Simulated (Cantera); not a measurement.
What does this Cantera script print?

```python
import numpy as np
import cantera as ct

gas = ct.Solution("gri30.yaml")
gas.TPX = 1548, 930000, {'H2': 1, 'O2': 0.312, 'N2': 1.17, 'H2O': 0.061}
reactor = ct.IdealGasConstPressureReactor(gas, energy="on", clone=False)
net = ct.ReactorNet([reactor])
net.rtol, net.atol = 1e-08, 1e-16
show = ['H2', 'O2', 'H2O', 'NO2', 'H']
times = np.geomspace(3e-06, 9, 16)

steps = ct.SolutionArray(gas, extra=["t"])
rows = []
print(f"{'t/s':>10s}{'T/K':>9s}{'P/Pa':>11s}" + "".join(f"{s:>11s}" for s in show))
for t in times:
    while net.time < t:
        t_next = net.step()
        steps.append(gas.state, t=t_next)
    rows.append([np.interp(t, steps.t, y) for y in (steps.T, steps.P, *steps(*show).X.T)])
    print(f"{t:10.3e}{rows[-1][0]:9.1f}{rows[-1][1]:11.4g}" + "".join(f"{x:11.3e}" for x in rows[-1][2:]))
rate = np.gradient(steps.T, steps.t)
print("integrator steps:", len(steps.t))
if steps.T.max() > steps.T[0] + 200:
    print(f"time of steepest temperature rise: {steps.t[rate.argmax()]:.4e} s")
gas.TPX = 1548, 930000, {'H2': 1, 'O2': 0.312, 'N2': 1.17, 'H2O': 0.061}
gas.equilibrate("HP")
print(f"equilibrium (HP): T = {gas.T:.1f} K  " + "  ".join(f"{s} {gas[s].X[0]:.3e}" for s in show))
```

It prints:

```
       t/s      T/K       P/Pa         H2         O2        H2O        NO2          H
 3.000e-06   2776.2    9.3e+05  1.590e-01  2.542e-03  2.664e-01  1.113e-08  4.390e-02
 8.108e-06   2991.1    9.3e+05  1.632e-01  8.253e-04  2.843e-01  2.292e-08  2.335e-02
 2.191e-05   3007.7    9.3e+05  1.637e-01  7.011e-04  2.857e-01  5.001e-08  2.160e-02
 5.923e-05   3005.1    9.3e+05  1.642e-01  6.820e-04  2.853e-01  1.117e-07  2.146e-02
 1.601e-04   3001.5    9.3e+05  1.649e-01  6.580e-04  2.847e-01  1.901e-07  2.128e-02
 4.327e-04   3000.5    9.3e+05  1.651e-01  6.516e-04  2.845e-01  2.111e-07  2.123e-02
 1.169e-03   3000.5    9.3e+05  1.651e-01  6.515e-04  2.845e-01  2.113e-07  2.123e-02
 3.161e-03   3000.5    9.3e+05  1.651e-01  6.515e-04  2.845e-01  2.113e-07  2.123e-02
 8.543e-03   3000.5    9.3e+05  1.651e-01  6.515e-04  2.845e-01  2.113e-07  2.123e-02
 2.309e-02   3000.5    9.3e+05  1.651e-01  6.515e-04  2.845e-01  2.113e-07  2.123e-02
 6.240e-02   3000.5    9.3e+05  1.651e-01  6.515e-04  2.845e-01  2.113e-07  2.123e-02
 1.687e-01   3000.5    9.3e+05  1.651e-01  6.515e-04  2.845e-01  2.113e-07  2.123e-02
 4.558e-01   3000.5    9.3e+05  1.651e-01  6.515e-04  2.845e-01  2.113e-07  2.123e-02
 1.232e+00   3000.5    9.3e+05  1.651e-01  6.515e-04  2.845e-01  2.113e-07  2.123e-02
 3.330e+00   3000.5    9.3e+05  1.651e-01  6.515e-04  2.845e-01  2.113e-07  2.123e-02
 9.000e+00   3000.5    9.3e+05  1.651e-01  6.515e-04  2.845e-01  2.113e-07  2.123e-02
integrator steps: 1267
time of steepest temperature rise: 1.4332e-06 s
equilibrium (HP): T = 3000.5 K  H2 1.651e-01  O2 6.515e-04  H2O 2.845e-01  NO2 2.113e-07  H 2.123e-02
```

Detailed kinetics in Cantera: GRI-Mech 3.0 (53 species, 325 reactions). The hydrogen kinetics of GRI-Mech 3.0 are dated; newer H2 mechanisms differ, most at raised pressure. Above 3000 K some thermodynamic fits are extrapolated.
